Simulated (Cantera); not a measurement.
A closed system holds: 1 mol Si, 0.2 mol CO2, 99 mol H2, held at 1 atm.

Equilibrium computed with Cantera from the NASA thermochemical tables; the gas is ideal and each condensed phase is pure. Candidate condensed phases: C, C6H6, C7H8, C8H18, H2O, Si, SiC, SiO2; 123 gas species. Mutual solubility and eutectic melting of coexisting phases are not modelled. The tables hold silica as quartz up to 1696 K and as liquid above; real silica turns to tridymite and cristobalite and melts near 1996 K. Gases not in the tables: Si2H6 and higher silanes. Rates play no part.

What share of the Si ends up in condensed phases as a function of T (K), at 1423, 1498, 1573, 1648, 1723, 1798, 1873, 1948?


```csv
T (K),Si condensed (%),as
1423,98.8,Si(s) + SiC(s) + SiO2(β-quartz)
1498,95.1,Si(s) + SiC(s) + SiO2(β-quartz)
1573,82.0,Si(s) + SiC(s) + SiO2(β-quartz)
1648,61.7,Si(s) + SiC(s)
1723,62.2,Si(l) + SiC(s)
1798,63.4,Si(l) + SiC(s)
1873,64.9,Si(l) + SiC(s)
1948,66.7,Si(l) + SiC(s)
```
